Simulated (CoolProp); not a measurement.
Aqueous sodium chloride as a coolant, at 28 °C, 1 atm.

Model: Melinder's fits for secondary coolants, in CoolProp.

```csv
mass %,freezing point (°C),conductivity (W/(m K)),density (kg/m³),cp (kJ/(kg K)),viscosity (mPa s)
5.6,-3.4,0.606,1036,3.910,0.916
6.7,-4.2,0.605,1044,3.863,0.935
7.9,-5.0,0.604,1052,3.814,0.958
9,-5.8,0.603,1060,3.771,0.979
10.2,-6.7,0.601,1069,3.726,1.00
11.3,-7.6,0.600,1077,3.686,1.03
12.4,-8.5,0.599,1085,3.647,1.05
13.6,-9.6,0.598,1094,3.607,1.08
14.7,-10.6,0.597,1103,3.571,1.11
15.8,-11.7,0.595,1111,3.537,1.14
17,-13.0,0.594,1120,3.501,1.18
18.1,-14.2,0.593,1129,3.469,1.22
```
